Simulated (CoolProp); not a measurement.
Vapour-liquid equilibrium of carbon dioxide (1) + hydrogen sulfide (2) at 229 K; x and y are mole fractions of (1).

Model: multi-fluid Helmholtz-energy mixture model, Span 1996 and Lemmon 2006; pair parameters Kunz 2012, in CoolProp.

| x | bubble pressure (kPa) | y at the bubble point | dew pressure at overall composition x (kPa) | liquid density (mol/L) |
|---|---|---|---|---|
| 0.05 | 304.9 | 0.317 | 226.0 | 27.08 |
| 0.125 | 417.8 | 0.527 | 243.8 | 27.09 |
| 0.2 | 506.9 | 0.631 | 264.6 | 26.97 |
| 0.275 | 575.9 | 0.692 | 289.1 | 26.76 |
| 0.35 | 629.4 | 0.733 | 318.5 | 26.47 |
| 0.425 | ___ | 0.763 | 354.3 | 26.14 |
| 0.5 | 705.3 | 0.787 | ___ | 25.81 |
| 0.575 | 734.3 | 0.809 | ___ | 25.49 |
| 0.65 | 760.4 | 0.831 | 527.2 | 25.22 |
| 0.725 | 785.0 | 0.855 | 619.1 | 25.04 |
| 0.8 | 808.5 | 0.883 | 722.6 | 24.98 |
| 0.875 | 830.5 | 0.917 | 802.4 | 25.08 |
| 0.95 | ___ | 0.962 | 845.3 | ___ |

### Question
Some entries are withheld; supply them.

### Answer

- 0.425, bubble pressure (kPa): 671.3
- 0.5, dew pressure at overall composition x (kPa): 398.8
- 0.575, dew pressure at overall composition x (kPa): 455.0
- 0.95, bubble pressure (kPa): 849.6
- 0.95, liquid density (mol/L): 25.39

No azeotrope shows between x = 0.05 and 0.95.

Pair parameters are fitted to limited data, so mixtures are less certain than the pure fluids.
